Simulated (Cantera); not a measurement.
Cantera run:

```python
import numpy as np
import cantera as ct

gas_names = [...]  # 151 gases of nasa_gas.yaml made of C, H, N, O, Si
cond_names = """
    C(gr) C6H6(L) C7H8(L) C8H18(L),n-octa H2O(s) H2O(L) Si(cr) Si(L) SiC(b) SiO2(Lqz) SiO2(hqz) SiO2(L)
    Si2N2O(s) Si3N4(a)
""".split()


# ... load() reads the species with a 1 bar reference pressure and builds the phases ...
atoms = {
    'HMDSO': {'Si': 2, 'C': 6, 'H': 18, 'O': 1},
    'NO': {'N': 1, 'O': 1},
}
top_T = {'C(gr)': 4500, 'SiC(b)': 3050, 'Si2N2O(s)': 2100, 'Si3N4(a)': 2400}  # K; cautious upper limits of use, not melting points


# ... equilibrate(T, P, feed) seeds the gas with the atoms and calls Mixture.equilibrate('TP', solver="vcs", rtol=1e-11, max_steps=5000) ...
results = []
T = 1700  # K
P = 320  # Pa
for m in [1, 2.2, 3.4, 4.6, 5.8, 7, 8.2, 9.4, 11]:
    feed = {'HMDSO': 1, 'NO': m}  # mol
    mix = equilibrate(T, P, feed)
    results.append((T, P, feed, dict(zip(mix.species_names, mix.species_moles))))

top = {s: max(r[3][s] / sum(r[3][g] for g in gas_names) for r in results) for s in gas_names}
cols = sorted((s for s in top if top[s] > 0.0001), key=lambda s: -top[s])[:9]
seen = [c for c in cond_names if any(r[3].get(c, 0) > 1e-12 for r in results)]
print("log10 of partial pressures in bar; condensed amounts in mol")
print(f"{'n(NO)':>10s}" + "".join(f"{s[:9]:>10s}" for s in cols + seen))
for T, P, feed, n in results:
    ng = sum(n[g] for g in gas_names)
    print(f"{feed['NO']:10.4g}" + "".join(f"{np.log10(max(n[s] / ng * P / 1e5, 1e-99)):10.3f}" for s in cols)
          + "".join(f"{n.get(c, 0):10.4g}" for c in seen))
```

Result:

```
log10 of partial pressures in bar; condensed amounts in mol
     n(NO)        H2        CO        N2       SiO       H2O       CO2         H       HCN     C(gr)    SiC(b)   SiO2(L)
         1    -2.603    -3.257    -3.861    -5.645    -9.176   -10.364    -5.133    -5.668     2.007     1.992         0
       2.2    -2.666    -3.116    -3.580    -5.504    -9.098   -10.082    -5.165    -5.559     0.813     1.987         0
       3.4    -2.721    -3.051    -3.444    -4.369    -8.553    -9.417    -5.192    -6.054         0     1.798         0
       4.6    -2.770    -3.042    -3.362    -3.819    -8.323    -9.129    -5.217    -6.307         0     1.198         0
       5.8    -2.814    -3.035    -3.305    -3.621    -8.264    -9.019    -5.239    -6.396         0    0.5985         0
         7    -2.854    -3.029    -3.263    -3.506    -7.326    -8.035    -5.258    -7.367         0         0         0
       8.2    -2.842    -3.017    -3.182    -3.879    -5.521    -6.230    -5.253    -9.102         0         0     1.178
       9.4    -2.855    -3.018    -3.118    -5.187    -4.227    -4.923    -5.259   -10.386         0         0      1.96
        11    -2.941    -3.056    -3.067    -5.908    -3.592    -4.241    -5.302   -11.162         0         0     1.992
```

Equilibrium computed with Cantera from the NASA thermochemical tables; the gas is ideal and each condensed phase is pure. The feed counts by its element totals alone. The tables hold silica as quartz up to 1696 K and as liquid above; real silica turns to tridymite and cristobalite and melts near 1996 K.
